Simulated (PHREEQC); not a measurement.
A column of 0.2 m (40 cells, dispersivity 0.016 m, 60 s a shift, diffusion coefficient 3e-10 m²/s) holds 0.024 eq of the database's cation exchanger X per kg of pore water, first in equilibrium with 0.91 mmol/kgw BaCl2 and 0.01 mmol/kgw HCl. It is flushed with 20 mmol/kgw CdCl2, 7.6 mmol/kgw KBr and 0.01 mmol/kgw HCl, at 15 °C. Values are for the last cell. No CO2 enters from the air. Precipitation was switched off in this run.

All values are PHREEQC results (ion-association model, phreeqc.dat), not measurements.

| pore volumes | Cd in solution (mol/kgw) | Br in solution (mol/kgw) | K in solution (mol/kgw) |
|---|---|---|---|
| 0 | 0 | 0 | 0 |
| 0.1375 | 0 | [?] | 0 |
| 0.3875 | 2.01e-14 | 6.72e-5 | 5.08e-8 |
| 0.5125 | 9.45e-8 | 0.000432 | 8.19e-6 |
| 0.6375 | 7.17e-5 | 0.00122 | 0.000108 |
| 0.8875 | [?] | 0.00343 | 0.000991 |
| 1.012 | 0.00531 | 0.00447 | 0.00170 |
| 1.137 | 0.00779 | 0.00532 | 0.00247 |
| 1.387 | 0.0118 | 0.00648 | 0.00391 |
| 1.512 | 0.0133 | [?] | 0.00452 |
| 1.637 | 0.0145 | 0.00708 | 0.00504 |
| 1.887 | 0.0161 | [?] | 0.00584 |
| 2.013 | 0.0167 | 0.00744 | 0.00614 |
| 2.138 | 0.0172 | 0.00750 | 0.00639 |
| 2.388 | [?] | 0.00756 | 0.00676 |
| 2.513 | 0.0182 | 0.00757 | 0.00690 |
| 2.638 | [?] | 0.00758 | 0.00701 |
| 2.888 | 0.0188 | 0.00759 | 0.00719 |
| 3.013 | 0.0189 | 0.00759 | 0.00725 |
| 3.138 | 0.0190 | 0.00760 | 0.00731 |
| 3.388 | 0.0193 | 0.00760 | 0.00739 |
| 3.513 | 0.0194 | 0.00760 | 0.00742 |
| 3.638 | 0.0194 | 0.00760 | 0.00745 |
| 3.888 | 0.0196 | 0.00760 | 0.00749 |
| 4.013 | 0.0196 | 0.00760 | 0.00750 |

Q: Some entries are withheld; supply them.

A: 
- 0.1375, Br in solution (mol/kgw): 2.60e-12
- 0.8875, Cd in solution (mol/kgw): 0.00283
- 1.512, Br in solution (mol/kgw): 0.00683
- 1.887, Br in solution (mol/kgw): 0.00737
- 2.388, Cd in solution (mol/kgw): 0.0179
- 2.638, Cd in solution (mol/kgw): 0.0184

Species that the database lacks are ignored.
